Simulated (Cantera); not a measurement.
Input: 1 mol SiH2Cl2, 0.0082 mol C2H4, 1.2 mol H2, equilibrated at 2052 °C and 0.100 bar.

Method: chemical equilibrium by Gibbs-energy minimisation in Cantera with the NASA 1993 tables (ideal gas, pure condensed phases). Candidate condensed phases: C, C6H6, C7H8, C8H18, Si, SiC; 109 gas species. Mutual solubility and eutectic melting of coexisting phases are not modelled. The tables' values for SiCl, SiCl3 are old estimates; treat these amounts as uncertain. Gases not in the tables: Si2H6 and higher silanes. Kinetics and transport are ignored.

Base state: H2 0.536, HCl 0.233, SiCl2 0.173, H 0.0255, Si 0.0116, SiCl 0.00899, Cl 0.00795, SiCl3 0.00151 (mole fractions); condensed: Si(l) + SiC(s).

Question: What changes in the equilibrium state with this change: H2 from 1.2 to 16 mol?

Answer: 
| species | before | after |
|---|---|---|
| H2 | 0.536 | 0.858 |
| HCl | 0.233 | 0.0784 |
| H | 0.0255 | 0.0322 |
| SiCl2 | 0.173 | 0.0123 |
| Si | 0.0116 | 0.0116 |
| SiCl3 | 0.00151 | 2.84e-5 |
| SiHCl3 | 1.54e-5 | 3.67e-7 |
| SiCl | 0.00899 | 0.00239 |
| Cl | 0.00795 | 0.00211 |
| Si(l), mol | 0.324 | 0.442 |
| SiC(s), mol | 0.0123 | 0 |

Question: What changes in the equilibrium state with this change: pressure from 0.100 bar to 18.0 mbar?

Answer: 
```tsv
species	before	after
H2	0.536	0.475
HCl	0.233	0.205
SiCl2	0.173	0.152
Si	0.0116	0.0644
H	0.0255	0.0565
SiCl	0.00899	0.0199
Cl	0.00795	0.0175
SiHCl3	1.54e-5	2.14e-6
Si3	4.33e-5	0.000241
Si(l), mol	0.324	0.0847
SiC(s), mol	0.0123	0
```
